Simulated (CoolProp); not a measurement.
Saturation properties of sulfur dioxide (Tc = 157.5 °C, pc = 7.887 MPa, ω = 0.256).

Model: reference Helmholtz-energy equation of state, Gao 2016, in CoolProp.

| T (°C) | p (MPa) | liquid density (kg/m³) | vapour density (kg/m³) | enthalpy of vaporisation (kJ/kg) | liquid cp (kJ/(kg K)) | surface tension (mN/m) |
|---|---|---|---|---|---|---|
| 45.65 | 0.7439 | ? | 20.10 | 334.0 | 1.431 | 17.7 |
| 49.65 | 0.8333 | 1294 | 22.45 | 329.3 | 1.441 | 16.9 |
| 53.55 | 0.9280 | 1282 | 24.94 | 324.7 | 1.452 | 16.2 |
| 57.55 | 1.033 | 1269 | 27.72 | 319.8 | 1.464 | 15.4 |
| 61.45 | 1.144 | 1257 | ? | 314.9 | 1.476 | 14.7 |
| 65.45 | 1.267 | 1243 | 33.95 | 309.7 | 1.490 | 13.9 |
| 69.35 | 1.397 | 1230 | ? | 304.5 | 1.506 | 13.2 |
| 73.35 | 1.539 | 1216 | 41.31 | ? | 1.523 | 12.4 |
| 77.25 | 1.688 | 1203 | 45.41 | 293.5 | 1.541 | 11.7 |
| 81.15 | 1.847 | 1188 | 49.85 | 287.7 | 1.562 | 11.0 |
| 85.15 | 2.022 | 1173 | 54.81 | 281.7 | 1.585 | 10.2 |
| 89.05 | 2.204 | 1158 | 60.05 | 275.5 | 1.611 | 9.51 |
| 93.05 | 2.403 | 1142 | 65.90 | 269.0 | 1.640 | 8.77 |

Task: Complete the blanks.

Result: 
- 45.65, liquid density (kg/m³): 1306
- 61.45, vapour density (kg/m³): 30.67
- 69.35, vapour density (kg/m³): 37.43
- 73.35, enthalpy of vaporisation (kJ/kg): 299.0

It boils at -10.0 °C under 1 atm.

Surface tension comes from a separate correlation (Mulero 2012).
